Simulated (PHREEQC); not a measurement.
Consider water at 25 °C with 0.051 mol MnSO4, 4.6e-05 mol NaF and 0.00031 mol Na2SO4 per kg of water. Closed to the air; pH follows from the charge balance.

Computed with PHREEQC (ion-association model, wateq4f.dat).

```
quantity                           before     after
-------------------------------  --------  --------
pH                                   6.41      2.26
ionic strength (mol/kgw)            0.121     0.131
Mn+2 (mol/kgw)                     0.0301    0.0324
MnSO4 (mol/kgw)                    0.0209    0.0186
Na+ (mol/kgw)                    0.000633  0.000638
SI of Mirabilite (Na2SO4:10H2O)     -7.49     -7.56
```

Question: Name the change that produced these shifts.
(A) NaF from 4.6e-05 to 4.14e-05 mol/kgw
(B) MnSO4 from 0.051 to 0.0255 mol/kgw
(C) MnSO4 from 0.051 to 0.51 mol/kgw
(D) 0.013 mol/kgw HNO3 added
(E) temperature from 25 to 15 °C

Answer: D, 0.013 mol/kgw HNO3 added

Precipitation was switched off in this run.
